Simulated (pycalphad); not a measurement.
# Effect of B content in Ti-Hf-B

All values are pycalphad results on the COST 507 light-alloy database (1999) (1 atm), not direct measurements. The database dates from 1999; later assessments differ in places, in temperatures and in the compounds included. Amounts are mole fractions of atoms.

```tsv
alloy	liquidus (°C)	first solid	solidus (°C)	phases at 897 °C
Ti-0.22Hf-5.44B (at.%)	1562	bcc	1541	bcc 0.89, BM 0.11
Ti-0.22Hf-8.16B (at.%)	1571	BM	1541	bcc 0.84, BM 0.16
Ti-0.22Hf-10.88B (at.%)	1617	BM	1541	bcc 0.78, BM 0.22
Ti-0.22Hf-16.32B (at.%)	___	BM	1541	___
Ti-0.22Hf-21.76B (at.%)	1772	BM	1541	bcc 0.57, BM 0.43
```

Some entries are withheld; supply them.


- Ti-0.22Hf-16.32B (at.%), liquidus (°C): 1687
- Ti-0.22Hf-16.32B (at.%), phases at 897 °C: bcc 0.68, BM 0.32

Database names, with the compositions (at.%) that they take in these runs: BM: Ti 50 B 50.
